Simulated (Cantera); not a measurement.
Mg(OH)2 + H2 + C (calcination and drying)

Input: 1 mol Mg(OH)2, 5.4 mol H2, 0.019 mol C, at 45.8 Torr.

Cantera equilibrium calculation (NASA polynomials, part measured and part estimated; ideal gas, pure solids and liquids). Candidate condensed phases: C, C6H6, C7H8, C8H18, H2O, Mg, MgCO3, MgO, Mg(OH)2; 116 gas species. The tables' values for MgH are old estimates; treat these amounts as uncertain. The numbers say what is thermodynamically allowed, not how fast it happens.

| T (K) | log p H2 | log p H2O | log p H | log p Mg | n MgO(s) |
|---|---|---|---|---|---|
| 1275 | -1.29 | -2.03 | -6.78 | -11.24 | 1.00 |
| 1375 | -1.29 | -2.03 | -6.11 | -9.79 | 1.00 |
| 1475 | -1.29 | -2.03 | -5.53 | -8.54 | 1.00 |
| 1575 | -1.29 | -2.03 | -5.03 | -7.45 | 1.000 |
| 1675 | -1.29 | -2.03 | -4.58 | -6.50 | 1.000 |
| 1775 | -1.29 | -2.03 | -4.18 | -5.66 | 1.000 |
| 1875 | -1.29 | -2.03 | -3.83 | -4.91 | 0.999 |
| 1975 | -1.29 | -2.03 | -3.51 | -4.24 | 0.994 |
| 2075 | -1.30 | -2.02 | -3.22 | -3.64 | 0.975 |
| 2175 | -1.31 | -2.01 | -2.97 | -3.12 | 0.917 |
log p: log10 of the partial pressure in bar; n: condensed amount in mol.

From 1275 K to 2175 K the condensed part is MgO(s).
